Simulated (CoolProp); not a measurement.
Saturation properties of C3F8 (R218) (Tc = 345.0 K, pc = 2.640 MPa, ω = 0.317).

Model: reference Helmholtz-energy equation of state, Lemmon 2006, in CoolProp. It is a short technical equation, of lower accuracy than the large ones.

| T (K) | p (MPa) | liquid density (kg/m³) | vapour Z | surface tension (mN/m) | liquid viscosity (µPa s) | liquid conductivity (mW/(m K)) |
|---|---|---|---|---|---|---|
| 248.2 | 0.1680 | 1564 | 0.9251 | 9.12 | 360 | 58.8 |
| 252.9 | 0.2023 | 1545 | 0.9151 | 8.58 | 334 | 57.5 |
| 257.5 | 0.2408 | 1525 | 0.9045 | 8.06 | 311 | 56.3 |
| 262.2 | 0.2857 | 1505 | 0.8928 | 7.54 | 289 | 55.0 |
| 266.9 | 0.3366 | 1484 | 0.8802 | 7.02 | 269 | 53.7 |
| 271.6 | 0.3940 | 1462 | 0.8666 | 6.50 | 251 | 52.4 |
| 276.3 | 0.4585 | 1440 | 0.8519 | 6.00 | 234 | 51.1 |
| 281 | 0.5307 | 1416 | 0.8361 | 5.50 | 217 | 49.8 |
| 285.7 | 0.6110 | 1392 | 0.8191 | 5.01 | 203 | 48.6 |
| 290.4 | 0.7000 | 1367 | 0.8008 | 4.53 | 188 | 47.3 |
| 295.1 | 0.7983 | 1341 | 0.7811 | 4.06 | 175 | 46.1 |
| 299.8 | 0.9067 | 1314 | 0.7598 | 3.59 | 163 | 44.9 |
| 304.5 | 1.026 | 1284 | 0.7368 | 3.14 | 151 | 43.6 |
| 309.1 | 1.153 | 1254 | 0.7122 | 2.71 | 140 | 42.5 |

It boils at 236.4 K under 1 atm.

Viscosity comes from a separate model (Huber 2003), an estimate that may be off by 10 % or more. Thermal conductivity comes from a separate model (Huber 2003), an estimate that may be off by 10 % or more. Surface tension comes from a separate correlation (Mulero 2012).
